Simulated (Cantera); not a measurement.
Input: 1 mol Si2Cl6, 4.9 mol NH3, 5.8 mol H2, held at 1625 K and 0.00133 bar.

Method: chemical equilibrium by Gibbs-energy minimisation in Cantera with the NASA 1993 tables (ideal gas, pure condensed phases). The feed counts by its element totals alone. The tables' values for SiCl3, SiCl are old estimates; treat these amounts as uncertain. The numbers say what is thermodynamically allowed, not how fast it happens.

```tsv
species	before	after
H2	0.640	0.627
HCl	0.131	0.137
N2	0.132	0.130
H	0.00155	0.00941
SiCl2	0.0943	0.0894
Si2	3.55e-7	2.15e-5
Si	0.000122	0.00332
SiH	7.11e-6	0.000103
SiN	1.27e-6	1.81e-5
Si2N	2.19e-6	2.84e-5
SiCl4	1.11e-5	1.15e-6
Si(s), mol	0.226	0
Si(l), mol	0	0.220
```
Gas species are given as mole fractions.

Q: Name the change that produced these shifts.
A) temperature from 1625 K to 1823.15 K
B) temperature from 1625 K to 1598 K
C) temperature from 1625 K to 1400 K
D) pressure from 0.00133 bar to 1.00 bar

A: A, temperature from 1625 K to 1823.15 K. The tables' values for SiCl, SiCl3, SiN are old estimates; treat these amounts as uncertain. Gases not in the tables: Si2H6 and higher silanes
